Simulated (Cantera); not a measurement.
An adiabatic, constant-volume homogeneous reactor starts with CH4 : O2 : N2 : H2O = 1 : 2.47 : 9.28 : 0.53 (molar parts), equivalence ratio 0.81, at 975 K and 100000 Pa.

Computed with Cantera and GRI-Mech 3.0 (53 species, 325 reactions). Below about 1000 K GRI-Mech 3.0 lacks low-temperature oxidation paths.

x: mole fraction; the columns are a selection and need not sum to one.

```csv
t (s),T (K),P (bar),x CH4,x O2,x H2O,x CH3,x HO2,x H2O2
4.00e-6,975,1.00,0.0753,0.186,0.0399,1.33e-11,1.33e-11,<1e-12
1.12e-5,975,1.00,0.0753,0.186,0.0399,3.72e-11,3.72e-11,<1e-12
3.12e-5,975,1.00,0.0753,0.186,0.0399,1.04e-10,1.04e-10,<1e-12
8.71e-5,975,1.00,0.0753,0.186,0.0399,2.90e-10,2.89e-10,<1e-12
0.000243,975,1.00,0.0753,0.186,0.0399,8.15e-10,8.06e-10,3.66e-12
0.000679,975,1.00,0.0753,0.186,0.0399,2.30e-9,2.24e-9,2.80e-11
0.00190,975,1.00,0.0753,0.186,0.0399,6.68e-9,6.12e-9,2.10e-10
0.00529,975,1.00,0.0753,0.186,0.0399,2.07e-8,1.62e-8,?
0.0148,975,1.00,0.0753,0.186,0.0399,7.60e-8,3.85e-8,?
0.0413,975,1.00,0.0753,0.186,0.0399,2.49e-7,6.38e-8,?
0.115,975,1.00,0.0753,0.186,0.0399,3.31e-7,8.95e-8,?
0.322,975,1.00,0.0753,0.186,0.0399,4.60e-7,1.82e-7,?
0.898,977,1.00,0.0751,0.186,0.0401,1.01e-6,6.97e-7,?
2.51,2603,2.71,<1e-12,0.0346,0.175,<1e-12,8.10e-6,4.66e-7
7.00,2603,2.71,<1e-12,0.0346,0.175,<1e-12,8.10e-6,4.66e-7
```

Q: What belongs in the gaps?

A: 
- 0.00529, x H2O2: 1.45e-9
- 0.0148, x H2O2: 8.17e-9
- 0.0413, x H2O2: 2.62e-8
- 0.115, x H2O2: 4.28e-8
- 0.322, x H2O2: 9.63e-8
- 0.898, x H2O2: 5.49e-7
